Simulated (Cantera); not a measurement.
# Thermodynamics of boron, boron nitride and boron oxide, feed B2H6 + H2

Input: 1 mol B2H6, 37 mol H2, equilibrated at 0.800 bar.

Method: chemical equilibrium by Gibbs-energy minimisation in Cantera with the NASA 1993 tables (ideal gas, pure condensed phases). Candidate condensed phases: B; 7 gas species. The feed counts by its element totals alone. The tables' values for BH2 are old estimates; treat these amounts as uncertain. Gases not in the tables: B2H6 and higher boranes. Equilibrium is a limit: real reactors are often held back by kinetics, nucleation or transport.

From 1175 K to 2150 K the condensed part is B(s).

```csv
T (K),x H2,x H,x BH2,x BH3,x BH,x B,n B(s)
1175,1.000,1.37e-7,1.33e-7,7.28e-7,<1e-12,<1e-12,2.00
1250,1.000,5.40e-7,4.39e-7,1.28e-6,<1e-12,<1e-12,2.00
1325,1.000,1.83e-6,1.27e-6,2.11e-6,<1e-12,<1e-12,2.00
1400,1.000,5.44e-6,3.26e-6,3.28e-6,4.70e-12,<1e-12,2.00
1475,1.000,1.45e-5,7.60e-6,4.86e-6,3.16e-11,1.13e-12,2.00
1550,1.000,3.52e-5,1.63e-5,6.92e-6,1.76e-10,1.02e-11,2.00
1625,1.000,7.89e-5,3.26e-5,9.52e-6,8.37e-10,7.51e-11,2.00
1700,1.000,0.000165,6.11e-5,1.27e-5,3.46e-9,4.62e-10,2.00
1775,1.000,0.000324,0.000109,1.65e-5,1.26e-8,2.43e-9,2.00
1850,0.999,0.000602,0.000184,2.10e-5,4.15e-8,1.12e-8,1.99
1925,0.999,0.00107,0.000299,2.61e-5,1.24e-7,4.55e-8,1.99
2000,0.998,0.00182,0.000467,3.20e-5,3.41e-7,1.67e-7,1.98
2075,0.996,0.00297,0.000706,3.84e-5,8.69e-7,5.55e-7,1.97
2150,0.994,0.00470,0.00104,4.55e-5,2.07e-6,1.69e-6,1.96
```
x: gas mole fraction; n: condensed amount in mol.
